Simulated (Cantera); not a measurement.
A freely propagating, adiabatic, planar premixed flame of H₂ : O₂ : N₂ = 1 : 0.556 : 2.61 (molar parts), equivalence ratio 0.90, unburnt at 325 K and 10.0 bar; mixture-averaged transport, grid criteria slope 0.08 and curve 0.16, no radiation.

Cantera simulation using the H2/O2 subset of GRI-Mech 3.0, which has no nitrogen chemistry; the numbers are that mechanism's predictions, not measurements. The hydrogen kinetics of GRI-Mech 3.0 are dated; newer H2 mechanisms differ, most at raised pressure. Burning velocities carry a grid error of a few per cent, more on coarse grids.

Problem. Predict: laminar burning velocity; thermal thickness; peak x(H₂O₂); peak x(HO₂); peak x(OH).

Solution. 
* **laminar burning velocity**: 61.9 cm/s
* **thermal thickness**: 0.0396 mm
* **peak x(H₂O₂)**: 0.000328
* **peak x(HO₂)**: 0.000918
* **peak x(OH)**: 0.00554
